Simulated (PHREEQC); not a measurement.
0.053 g of hydrous ferric oxide (600 m²/g; 0.2 weak and 0.005 strong sites per Fe, Dzombak-Morel constants, diffuse double layer) in 1 kg of water with 0.005 mol/kgw of an inert sodium salt, at 25 °C; the pH is set by adding NaOH or the inert anion's acid. Oxygen alone is held at its pressure in air (log pO2 = -0.68). CO2 from the air is kept out. Nothing may precipitate in this run.

Base run: PHREEQC, ion-association model, wateq4f.dat. Each further column changes one thing. The table gives surface charge σ (C/m²).

```tsv
pH	base	background salt from 0.005 to 0.0005 mol/kgw	oxide from 0.053 to 0.27 g/kgw	0.00027 mol/kgw MgCl2 added
4	0.182	0.097	0.184	0.189
4.5	0.131	0.061	0.132	0.137
5.5	0.059	0.023	0.060	…
6	0.038	…	0.038	0.040
6.5	0.023	…	0.023	0.024
7.5	0.006	0.002	0.006	…
8	0.001	…	0.001	…
8.5	-0.004	…	-0.004	0.003
9.5	-0.018	-0.006	-0.018	0.003
10	-0.030	-0.012	-0.030	0.002
```

Some entries are withheld; supply them.


- 5.5, 0.00027 mol/kgw MgCl2 added: 0.063
- 6, background salt from 0.005 to 0.0005 mol/kgw: 0.014
- 6.5, background salt from 0.005 to 0.0005 mol/kgw: 0.008
- 7.5, 0.00027 mol/kgw MgCl2 added: 0.007
- 8, background salt from 0.005 to 0.0005 mol/kgw: 0.000
- 8, 0.00027 mol/kgw MgCl2 added: 0.004
- 8.5, background salt from 0.005 to 0.0005 mol/kgw: -0.001
